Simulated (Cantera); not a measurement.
Input (Python, Cantera) and output of one run.

```python
import numpy as np
import cantera as ct

gas_names = """
    CL CL2 H HCL H2 Si SiCL SiCL2 SiCL3 SiCL4 SiH SiHCL3 SiH2 SiH2CL2 SiH3 SiH3CL SiH4 Si2 Si3
""".split()
cond_names = """
    Si(cr) Si(L)
""".split()


# ... load() reads the species with a 1 bar reference pressure and builds the phases ...
atoms = {
    'SiHCl3': {'Si': 1, 'H': 1, 'CL': 3},
    'HCl': {'H': 1, 'CL': 1},
    'H2': {'H': 2},
}
top_T = {}  # K; cautious upper limits of use, not melting points


# ... equilibrate(T, P, feed) seeds the gas with the atoms and calls Mixture.equilibrate('TP', solver="vcs", rtol=1e-11, max_steps=5000) ...
results = []
feed = {'SiHCl3': 1, 'HCl': 0.52, 'H2': 24}  # mol
T = 1673.15  # K
P = 8400  # Pa
mix = equilibrate(T, P, feed)
results.append((T, P, feed, dict(zip(mix.species_names, mix.species_moles))))
print(gas.report(threshold=1e-06))
for i in range(1, mix.n_phases):
    print(f"{mix.phase(i).name:16s} {mix.phase_moles(i):12.5e} mol")
```

It prints:

```
       temperature   1673.2 K
          pressure   8400 Pa
           density   0.0044237 kg/m^3
  mean mol. weight   7.3261 kg/kmol
   phase of matter   gas

                          1 kg             1 kmol
                     ---------------   ---------------
          enthalpy        4.2644e+06        3.1241e+07  J
   internal energy        2.3655e+06         1.733e+07  J
           entropy             29507        2.1617e+05  J/K
    Gibbs function       -4.5105e+07       -3.3044e+08  J
 heat capacity c_p            4617.4             33828  J/K
 heat capacity c_v            3482.5             25513  J/K

                      mass frac. Y      mole frac. X     chem. pot. / RT
                     ---------------   ---------------   ---------------
                CL        0.00012518         2.587e-05           -26.623
                 H        5.1185e-05        0.00037201           -10.758
               HCL           0.39606          0.079587           -37.381
                H2           0.24594           0.89376           -21.516
                Si         1.912e-05        4.9876e-06           -4.8615
              SiCL        0.00020515        2.3655e-05           -31.485
             SiCL2            0.3451          0.025542           -58.108
             SiCL3          0.010539        0.00057431           -84.731
             SiCL4        0.00062446        2.6929e-05           -111.35
               SiH        9.1695e-06         2.309e-06           -15.619
            SiHCL3         0.0010035         5.428e-05           -95.489
              SiH2        4.0511e-05        9.8598e-06           -26.378
           SiH2CL2        0.00026012        1.8868e-05           -79.624
            SiH3CL        1.8011e-05        1.9825e-06           -63.759
     [   +5 minor]        6.6236e-07        1.2709e-07

Si(cr)            3.03730e-01 mol
```

Method: chemical equilibrium by Gibbs-energy minimisation in Cantera with the NASA 1993 tables (ideal gas, pure condensed phases). The tables' values for SiCl3, SiCl are old estimates; treat these amounts as uncertain.
